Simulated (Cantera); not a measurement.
## Equilibrium for roasting and sulfation: MgCO3 + H2S + O2

A closed system holds: 1 mol MgCO3, 1.7 mol H2S, 0.53 mol O2, at 1.80 bar.

Equilibrium computed with Cantera from the NASA thermochemical tables; the gas is ideal and each condensed phase is pure. Candidate condensed phases: C, C6H6, C7H8, C8H18, H2O, H2SO4, Mg, MgCO3, MgO, Mg(OH)2, MgS, MgSO4, S; 130 gas species. Gases not in the tables: S3 to S7. The numbers say what is thermodynamically allowed, not how fast it happens.

From 650 °C to 1325 °C the condensed part is MgO(s).

```
T (°C)  log p H2O  log p CO2  log p H2S  log p S2  log p CO  log p H2  log p SO2  n MgO(s)
------  ---------  ---------  ---------  --------  --------  --------  ---------  --------
650         -0.28      -0.26      -0.36     -0.64     -2.85     -2.57      -1.38      1.00
725         -0.27      -0.26      -0.38     -0.61     -2.37     -2.22      -1.46      1.00
800         -0.26      -0.27      -0.41     -0.59     -1.97     -1.93      -1.52      1.00
875         -0.25      -0.28      -0.44     -0.57     -1.65     -1.69      -1.55      1.00
950         -0.24      -0.30      -0.49     -0.55     -1.39     -1.48      -1.54      1.00
1025        -0.23      -0.33      -0.54     -0.53     -1.18     -1.32      -1.50      1.00
1100        -0.22      -0.36      -0.60     -0.52     -1.02     -1.19      -1.43      1.00
1175        -0.22      -0.40      -0.67     -0.51     -0.90     -1.09      -1.35      1.00
1250        -0.21      -0.44      -0.74     -0.50     -0.80     -1.00      -1.27      1.00
1325        -0.21      -0.49      -0.81     -0.50     -0.73     -0.93      -1.19     1.000
```
log p: log10 of the partial pressure in bar; n: condensed amount in mol.
